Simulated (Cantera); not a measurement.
Feed: 1 mol SiH4, 30 mol NH3, 97 mol N2, held at 5.70 Pa.

Cantera equilibrium calculation (NASA polynomials, part measured and part estimated; ideal gas, pure solids and liquids). Candidate condensed phases: Si, Si3N4; 18 gas species. Rates play no part.

### Question
What share of the Si ends up in condensed phases as a function of T (K), at 725, 925, 1125, 1325, 1525, 1725, 1925?

### Answer
```csv
T (K),Si condensed (%),as
725,100.0,Si3N4(s)
925,100.0,Si3N4(s)
1125,100.0,Si3N4(s)
1325,100.0,Si3N4(s)
1525,94.5,Si(s)
1725,0.0,-
1925,0.0,-
```
